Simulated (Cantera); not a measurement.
## Thermodynamics of boron, boron nitride and boron oxide, feed B2O3 + O2

Feed: 1 mol B2O3, 0.091 mol O2, equilibrated at 1898 K.

Method: chemical equilibrium by Gibbs-energy minimisation in Cantera with the NASA 1993 tables (ideal gas, pure condensed phases). Candidate condensed phases: B, B2O3; 10 gas species. Rates play no part.

```csv
P (Pa),log p O2,log p B2O3,log p BO2,log p O,log p BO,log p B2O2,log p O3,n B2O3(l)
10,-5.28,-4.08,-5.00,-6.17,-6.46,-8.61,-15.36,0
46,-4.54,-3.40,-4.47,-5.80,-6.30,-8.30,-14.26,0
220,-3.82,-2.71,-3.95,-5.44,-6.14,-7.97,-13.17,0
1000,-3.13,-2.05,-3.45,-5.10,-5.98,-7.65,-12.15,0
4600,-1.49,-1.91,-2.96,-4.28,-6.32,-8.33,-9.68,0.964
22000,-0.69,-1.91,-2.76,-3.88,-6.52,-8.73,-8.47,0.994
100000,-0.01,-1.91,-2.59,-3.54,-6.69,-9.07,-7.45,0.999
```
log p: log10 of the partial pressure in bar; n: condensed amount in mol.

From 10.0 Pa to 1000 Pa nothing is condensed. From 4600 Pa to 100000 Pa the condensed part is B2O3(l). The main B-bearing gas is B2O3 throughout.
